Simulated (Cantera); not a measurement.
Input (Python, Cantera) and output of one run.

```python
import numpy as np
import cantera as ct

gas_names = """
    CL CL2 H HCL H2 Si SiCL SiCL2 SiCL3 SiCL4 SiH SiHCL3 SiH2 SiH2CL2 SiH3 SiH3CL SiH4 Si2 Si3
""".split()
cond_names = """
    Si(cr) Si(L)
""".split()


# ... load() reads the species with a 1 bar reference pressure and builds the phases ...
atoms = {
    'Si': {'Si': 1},
    'Cl2': {'CL': 2},
    'H2': {'H': 2},
}
top_T = {}  # K; cautious upper limits of use, not melting points


# ... equilibrate(T, P, feed) seeds the gas with the atoms and calls Mixture.equilibrate('TP', solver="vcs", rtol=1e-11, max_steps=5000) ...
results = []
feed = {'Si': 1, 'Cl2': 2.4, 'H2': 0.27}  # mol
T = 823  # K
P = 13332.2  # Pa
mix = equilibrate(T, P, feed)
results.append((T, P, feed, dict(zip(mix.species_names, mix.species_moles))))
x = sorted(zip(gas.X, gas.species_names), reverse=True)
print(f"T = {T:g} K  P = {P:g} Pa  gas = {mix.phase_moles(0):.4g} mol")
print("   x: " + "  ".join(f"{s} {v:.3e}" for v, s in x if v > 1e-06))
print("   condensed (mol): " + ("  ".join(f"{mix.phase(i).name} {mix.phase_moles(i):.4g}"
      for i in range(1, mix.n_phases) if mix.phase_moles(i) > 1e-12) or "none"))
```

Result:

```
T = 823 K  P = 13332.2 Pa  gas = 1.67 mol
   x: SiCL4 5.988e-01  HCL 3.234e-01  CL2 7.784e-02  CL 1.201e-05
   condensed (mol): none
```

Method: chemical equilibrium by Gibbs-energy minimisation in Cantera with the NASA 1993 tables (ideal gas, pure condensed phases).
